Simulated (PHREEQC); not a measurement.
Dissolve 3.8 mmol/kgw MnSO4, 37 mmol/kgw ZnCl2, 34 mmol/kgw H2SO4 and 5.1 mmol/kgw NaCl at 25 °C. Closed to the air; pH follows from the charge balance.

Computed with PHREEQC (ion-association model, phreeqc.dat).

No solid was allowed to form.

Problem. Order these Zn species by the share of Zn that they hold, largest first: ZnSO4, ZnCl+, ZnCl2, Zn(SO4)2-2, Zn+2.

Solution. Zn+2 (74 %), ZnSO4 (19 %), ZnCl+ (4.9 %), Zn(SO4)2-2 (1.7 %), ZnCl2 (0.21 %)

The pH is 1.39 and the ionic strength 0.160 mol/kgw.
